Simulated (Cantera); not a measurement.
Input: 1 mol C3H8, 2.7 mol NH3, 29 mol H2, equilibrated at 10.0 Torr.

Equilibrium computed with Cantera from the NASA thermochemical tables; the gas is ideal and each condensed phase is pure. Candidate condensed phases: C, C6H6, C7H8, C8H18; 92 gas species. The numbers say what is thermodynamically allowed, not how fast it happens.

Q: Which condensed phases are stable at each of these points (T (K)): 2225, 2325, 2425, 2525, 2625, 2725, 2825?

A: 
```
T (K)  condensed phases  C condensed (%)
-----  ----------------  ---------------
2225        C(graphite)             85.1
2325        C(graphite)             78.0
2425        C(graphite)             68.6
2525        C(graphite)             56.4
2625        C(graphite)             41.0
2725        C(graphite)             20.5
2825           gas only              0.0
```

From 2225 K to 2725 K the condensed part is C(graphite). At 2825 K nothing is condensed.
